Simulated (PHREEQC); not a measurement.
A solution holds 0.12 mol Cu(NO3)2, 0.06 mol HCl and 0.029 mol H3BO3 per kg of water, at 25 °C. Closed to the air; pH follows from the charge balance.

Computed with PHREEQC (ion-association model, wateq4f.dat).

```tsv
quantity	before	after
pH	1.33	1.34
ionic strength (mol/kgw)	0.411	0.375
Cu+2 (mol/kgw)	0.115	0.0975
CuOH+ (mol/kgw)	9.84e-9	7.89e-9
H2BO3- (mol/kgw)	6.49e-10	1.59e-9
Cu2(OH)2+2 (mol/kgw)	6.57e-11	4.62e-9
SI of Tenorite (CuO)	-6.47	-4.83
SI of Cu(OH)2 (Cu(OH)2)	-7.49	-5.85
```

Question: Which change was made?
(A) 0.0061 mol/kgw NaF added
(B) HCl left out
(C) temperature from 25 to 80 °C
(D) H3BO3 replaced by HBF4 at the same molality
(E) diluted 5-fold with water

Answer: C, temperature from 25 to 80 °C

No solid was allowed to form. Constants without temperature data keep their 25 °C values here.
